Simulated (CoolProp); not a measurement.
Properties of carbon dioxide at several states (Tc = 304.1 K, pc = 7.377 MPa, ω = 0.224).

Values from CoolProp's reference Helmholtz-energy equation of state, Span 1996.

| T (K) | p (MPa) | phase | density (kg/m³) | Joule-Thomson coefficient (K/MPa) | expansivity (1/kK) | conductivity (mW/(m K)) |
|---|---|---|---|---|---|---|
| 559.2 | 30.6 | supercritical | 300.5 | 1.181 | [?] | [?] |
| 619.4 | 3.03 | gas | 26.04 | [?] | 1.698 | 43.5 |
| 746.9 | 1.46 | gas | 10.34 | 1.117 | 1.357 | [?] |
| 682.2 | 0.011 | gas | 0.08535 | 1.463 | 1.466 | [?] |

Task: What belongs in the gaps?

Result: 
- 559.2, expansivity (1/kK): 2.638
- 559.2, conductivity (mW/(m K)): 51.7
- 619.4, Joule-Thomson coefficient (K/MPa): 1.785
- 746.9, conductivity (mW/(m K)): 52.8
- 682.2, conductivity (mW/(m K)): 47.4

Thermal conductivity comes from a separate model (Huber 2016).
